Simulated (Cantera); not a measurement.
A Cantera script and its output.

```python
import numpy as np
import cantera as ct

gas = ct.Solution("gri30.yaml")
gas.TPX = 648, 510000, {'CO': 1, 'H2': 0.11, 'CH4': 0.45, 'O2': 2.02, 'N2': 5.66}
flame = ct.FreeFlame(gas, width=0.013)
flame.set_refine_criteria(ratio=3, slope=0.08, curve=0.16)
flame.transport_model = "mixture-averaged"
flame.solve(loglevel=0, auto=True)
flame.transport_model = "multicomponent"
flame.soret_enabled = False
flame.solve(loglevel=0, refine_grid=True)
z, T = flame.grid, flame.T
thick = (T[-1] - T[0]) / np.gradient(T, z).max()
show = ['CO', 'H2', 'CH4', 'H2O', 'CO2', 'C2H4']
print(f"laminar burning velocity  {flame.velocity[0] * 100:.3f} cm/s")
print(f"burnt temperature         {T[-1]:.1f} K")
print(f"thermal thickness         {thick * 1e3:.4f} mm")
print(f"grid points               {len(z)}")
z0 = z[flame.heat_release_rate.argmax()]
print(f"{'z/mm':>9s}{'T/K':>9s}{'u/(m/s)':>9s}" + "".join(f"{s:>11s}" for s in show))
rows = []
for k in (-3, -2, -1.5, -1, -0.5, -0.25, 0, 0.25, 0.5, 1, 2, 4, 8):
    zz = z0 + k * thick
    rows.append([k * thick, np.interp(zz, z, T), np.interp(zz, z, flame.velocity),
                 *(np.interp(zz, z, flame.X[gas.species_index(s)]) for s in show)])
    print(f"{rows[-1][0] * 1e3:9.3f}{rows[-1][1]:9.1f}{rows[-1][2]:9.3f}" + "".join(f"{x:11.3e}" for x in rows[-1][3:]))
```

It prints:

```
laminar burning velocity  136.215 cm/s
burnt temperature         2470.6 K
thermal thickness         0.0753 mm
grid points               142
     z/mm      T/K  u/(m/s)         CO         H2        CH4        H2O        CO2       C2H4
   -0.226    648.1    1.362  1.082e-01  1.183e-02  4.870e-02  1.631e-05  2.554e-07  1.420e-09
   -0.151    649.1    1.364  1.082e-01  1.168e-02  4.867e-02  1.727e-04  4.900e-06  2.622e-08
   -0.113    653.5    1.373  1.082e-01  1.148e-02  4.850e-02  7.597e-04  3.563e-05  1.843e-07
   -0.075    678.5    1.426  1.081e-01  1.107e-02  4.753e-02  3.664e-03  2.971e-04  1.483e-06
   -0.038    908.3    1.914  1.071e-01  1.025e-02  3.847e-02  2.465e-02  5.368e-03  2.437e-05
   -0.019   1275.4    2.688  1.054e-01  9.641e-03  2.304e-02  5.449e-02  1.920e-02  6.539e-05
    0.000   1697.0    3.562  9.770e-02  7.877e-03  5.477e-03  8.682e-02  4.666e-02  3.993e-05
    0.019   1920.4    3.992  7.669e-02  5.068e-03  3.264e-04  9.891e-02  7.770e-02  1.397e-06
    0.038   2036.1    4.191  5.716e-02  4.048e-03  1.053e-05  1.003e-01  1.005e-01  1.539e-08
    0.075   2178.4    4.430  3.686e-02  3.569e-03  1.408e-08  1.014e-01  1.239e-01  3.953e-12
    0.151   2315.6    4.663  2.322e-02  2.597e-03  2.551e-13  1.051e-01  1.396e-01  1.724e-15
    0.301   2414.3    4.829  1.446e-02  1.600e-03 -4.311e-16  1.087e-01  1.497e-01 -7.565e-16
    0.603   2460.5    4.905  9.943e-03  1.125e-03  7.646e-17  1.105e-01  1.548e-01  9.977e-17
```

Model: GRI-Mech 3.0 (53 species, 325 reactions), integrated in Cantera. Burning velocities carry a grid error of a few per cent, more on coarse grids.
